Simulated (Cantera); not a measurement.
**Premixed flame**

A freely propagating, adiabatic, planar premixed flame of H₂ : O₂ : N₂ = 1 : 0.893 : 3.36 (molar parts), unburnt at 625 K and 26000 Pa; mixture-averaged transport, grid criteria slope 0.08 and curve 0.16, no radiation.

Detailed kinetics in Cantera: the H2/O2 subset of GRI-Mech 3.0, which has no nitrogen chemistry. Burning velocities carry a grid error of a few per cent, more on coarse grids. Lean hydrogen flames are cellular in practice and burn faster than this planar one.

| z (mm) | T (K) | u (m/s) | x H₂ | x O₂ | x O | x OH | x H₂O | x H₂O₂ |
|---|---|---|---|---|---|---|---|---|
| -7.78 | 625 | 4.68 | 0.190 | 0.170 | <1e-8 | <1e-8 | <1e-8 | <1e-8 |
| -5.19 | 625 | 4.68 | 0.190 | 0.170 | <1e-8 | <1e-8 | <1e-8 | <1e-8 |
| -3.89 | 625 | 4.68 | 0.190 | 0.170 | <1e-8 | <1e-8 | <1e-8 | <1e-8 |
| -2.59 | 625 | 4.68 | 0.190 | 0.170 | 1.27e-8 | <1e-8 | 3.58e-7 | <1e-8 |
| -1.30 | 643 | 4.79 | 0.186 | 0.170 | 1.73e-5 | 6.53e-5 | 0.00130 | 1.99e-6 |
| -0.649 | 792 | 5.80 | 0.157 | 0.166 | 0.000433 | 0.000474 | 0.0168 | 2.39e-6 |
| 0 | 1116 | 7.96 | 0.0748 | 0.133 | 0.00626 | 0.00299 | 0.0869 | 2.08e-6 |
| 0.649 | 1358 | 9.60 | 0.0225 | 0.0948 | 0.0142 | 0.00704 | 0.151 | 1.93e-6 |
| 1.30 | 1479 | 10.4 | 0.0149 | 0.0866 | 0.0153 | 0.00894 | 0.165 | 1.25e-6 |
| 2.59 | 1609 | 11.2 | 0.0128 | 0.0838 | 0.0134 | 0.0106 | 0.174 | 6.81e-7 |
| 5.19 | 1736 | 12.0 | 0.0102 | 0.0821 | 0.0102 | 0.0115 | 0.182 | 3.55e-7 |
| 10.4 | 1845 | 12.7 | 0.00699 | 0.0813 | 0.00673 | 0.0111 | 0.191 | 1.98e-7 |
| 20.8 | 1927 | 13.1 | 0.00395 | 0.0813 | 0.00371 | 0.00922 | 0.198 | 1.19e-7 |
x: mole fraction of selected species; z is measured from the peak of heat release.

laminar burning velocity: 468 cm/s
thermal thickness: 2.59 mm
peak x(O): 0.0154
peak x(OH): 0.0116
peak x(H₂O₂): 2.86e-6
grid points: 125
